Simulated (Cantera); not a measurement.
An isothermal, constant-pressure homogeneous reactor starts with 0.0938 % CO, 2.72 % O2, 3.28 % H2O, 93.8 % N2, 0.141 % CH4, at 1150 K and 1.00 bar.

Computed with Cantera and GRI-Mech 3.0 (53 species, 325 reactions).

x: mole fraction; the columns are a selection and need not sum to one.

```tsv
t (s)	x CO	x O2	x H2O	x O	x H2	x NO
9.00e-6	0.000938	0.0272	0.0328	4.61e-12	<1e-12	<1e-12
2.17e-5	0.000938	0.0272	0.0328	1.01e-11	<1e-12	<1e-12
5.22e-5	0.000938	0.0272	0.0328	1.95e-11	<1e-12	<1e-12
0.000126	0.000938	0.0272	0.0328	3.00e-11	1.19e-12	<1e-12
0.000303	0.000938	0.0272	0.0328	3.55e-11	4.73e-12	<1e-12
0.000731	0.000938	0.0272	0.0328	3.86e-11	1.69e-11	<1e-12
0.00176	0.000938	0.0272	0.0328	4.57e-11	6.51e-11	<1e-12
0.00424	0.000938	0.0272	0.0328	6.61e-11	3.06e-10	<1e-12
0.0102	0.000938	0.0272	0.0328	1.40e-10	1.86e-9	<1e-12
0.0246	0.000938	0.0272	0.0328	5.91e-10	1.78e-8	<1e-12
0.0593	0.000937	0.0272	0.0328	…	3.31e-7	<1e-12
0.143	0.000954	0.0271	0.0329	…	1.70e-5	<1e-12
0.345	4.66e-6	0.0239	0.0356	…	1.25e-7	2.27e-9
0.830	2.00e-7	0.0239	0.0356	…	9.56e-9	2.38e-9
2.00	7.59e-9	0.0239	0.0356	…	1.97e-9	2.41e-9
```

**Question.** Fill in the missing entries.

**Answer.** 
- 0.0593, x O: 3.76e-9
- 0.143, x O: 2.13e-7
- 0.345, x O: 9.61e-8
- 0.830, x O: 1.10e-8
- 2.00, x O: 2.97e-9
